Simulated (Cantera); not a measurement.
What does this Cantera script print?

```python
import numpy as np
import cantera as ct

gas_names = """
    Fe FeO Fe(OH)2 H HNO HNO2 HNO3 HO2 H2 H2O H2O2 N NH NH2 NH3 NH2OH NO NO2 NO3 N2 N2H2 N2H4 N2O O OH
    O2 O3
""".split()
cond_names = """
    Fe(a) Fe(c) Fe(d) Fe(L) FeO(s) FeO(L) Fe(OH)2(s) Fe(OH)3(s) Fe2O3(s) Fe3O4(s) H2O(s) H2O(L)
""".split()


# ... load() reads the species with a 1 bar reference pressure and builds the phases ...
atoms = {
    'Fe2O3': {'Fe': 2, 'O': 3},
    'H2O': {'H': 2, 'O': 1},
    'N2': {'N': 2},
}
top_T = {'Fe2O3(s)': 1830, 'Fe3O4(s)': 1870}  # K; cautious upper limits of use, not melting points


# ... equilibrate(T, P, feed) seeds the gas with the atoms and calls Mixture.equilibrate('TP', solver="vcs", rtol=1e-11, max_steps=5000) ...
results = []
feed = {'Fe2O3': 1, 'H2O': 0.14, 'N2': 0.039}  # mol
P = 340000  # Pa
for T in [1123, 1173, 1223, 1273, 1323, 1373, 1423, 1473, 1523, 1573, 1623, 1673, 1723, 1773]:
    mix = equilibrate(T, P, feed)
    results.append((T, P, feed, dict(zip(mix.species_names, mix.species_moles))))
    x = sorted(zip(gas.X, gas.species_names), reverse=True)
    print(f"T = {T:g} K  P = {P:g} Pa  gas = {mix.phase_moles(0):.4g} mol")
    print("   x: " + "  ".join(f"{s} {v:.3e}" for v, s in x if v > 1e-05))
    print("   condensed (mol): " + ("  ".join(f"{mix.phase(i).name} {mix.phase_moles(i):.4g}"
          for i in range(1, mix.n_phases) if mix.phase_moles(i) > 1e-12) or "none"))
```

It prints:

```
T = 1123 K  P = 340000 Pa  gas = 0.179 mol
   x: H2O 7.821e-01  N2 2.179e-01
   condensed (mol): Fe2O3(s) 1
T = 1173 K  P = 340000 Pa  gas = 0.179 mol
   x: H2O 7.821e-01  N2 2.179e-01
   condensed (mol): Fe2O3(s) 1
T = 1223 K  P = 340000 Pa  gas = 0.179 mol
   x: H2O 7.821e-01  N2 2.179e-01
   condensed (mol): Fe2O3(s) 1
T = 1273 K  P = 340000 Pa  gas = 0.179 mol
   x: H2O 7.821e-01  N2 2.179e-01  H2 1.052e-05
   condensed (mol): Fe2O3(s) 1
T = 1323 K  P = 340000 Pa  gas = 0.179 mol
   x: H2O 7.821e-01  N2 2.179e-01  H2 1.710e-05  O2 1.034e-05
   condensed (mol): Fe2O3(s) 1  Fe3O4(s) 2.282e-06
T = 1373 K  P = 340000 Pa  gas = 0.179 mol
   x: H2O 7.821e-01  N2 2.179e-01  O2 4.876e-05  H2 1.800e-05
   condensed (mol): Fe2O3(s) 1  Fe3O4(s) 3.126e-05
T = 1423 K  P = 340000 Pa  gas = 0.179 mol
   x: H2O 7.819e-01  N2 2.178e-01  O2 2.058e-04  H2 1.890e-05  OH 1.406e-05  NO 1.354e-05
   condensed (mol): Fe2O3(s) 0.9998  Fe3O4(s) 0.0001479
T = 1473 K  P = 340000 Pa  gas = 0.1791 mol
   x: H2O 7.814e-01  N2 2.177e-01  O2 7.862e-04  NO 3.440e-05  OH 3.136e-05  H2 1.980e-05
   condensed (mol): Fe2O3(s) 0.9991  Fe3O4(s) 0.0005741
T = 1523 K  P = 340000 Pa  gas = 0.1795 mol
   x: H2O 7.799e-01  N2 2.172e-01  O2 2.746e-03  NO 8.208e-05  OH 6.627e-05  H2 2.067e-05
   condensed (mol): Fe2O3(s) 0.997  Fe3O4(s) 0.002006
T = 1573 K  P = 340000 Pa  gas = 0.1806 mol
   x: H2O 7.750e-01  N2 2.158e-01  O2 8.847e-03  NO 1.847e-04  OH 1.332e-04  H2 2.146e-05
   condensed (mol): Fe2O3(s) 0.9903  Fe3O4(s) 0.006475
T = 1623 K  P = 340000 Pa  gas = 0.1839 mol
   x: H2O 7.610e-01  N2 2.118e-01  O2 2.647e-02  NO 3.928e-04  OH 2.548e-04  H2 2.198e-05
   condensed (mol): Fe2O3(s) 0.9705  Fe3O4(s) 0.01966
T = 1673 K  P = 340000 Pa  gas = 0.1934 mol
   x: H2O 7.235e-01  N2 2.012e-01  O2 7.402e-02  NO 7.839e-04  OH 4.608e-04  H2 2.176e-05
   condensed (mol): Fe2O3(s) 0.9135  Fe3O4(s) 0.05767
T = 1723 K  P = 340000 Pa  gas = 0.2226 mol
   x: H2O 6.286e-01  O2 1.946e-01  N2 1.745e-01  NO 1.433e-03  OH 7.683e-04  H2 1.968e-05  O 1.360e-05
   condensed (mol): Fe2O3(s) 0.7389  Fe3O4(s) 0.1741
T = 1773 K  P = 340000 Pa  gas = 0.3458 mol
   x: O2 4.806e-01  H2O 4.043e-01  N2 1.117e-01  NO 2.157e-03  OH 1.064e-03  O 3.530e-05  NO2 1.607e-05  H2 1.320e-05
   condensed (mol): Fe3O4(s) 0.6667
```

These are equilibrium values from Cantera (NASA tables, ideal gas, pure condensed phases), not measurements of a reactor. Mutual solubility and eutectic melting of coexisting phases are not modelled.
